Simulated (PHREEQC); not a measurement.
Make-up at 25 °C: 0.00069 mol/kgw BaCl2. Closed to the air; pH follows from the charge balance.

Model: ion-association model, phreeqc.dat, run in PHREEQC.

No solid was allowed to form.

Predict the specific conductance.

specific conductance 183 µS/cm.
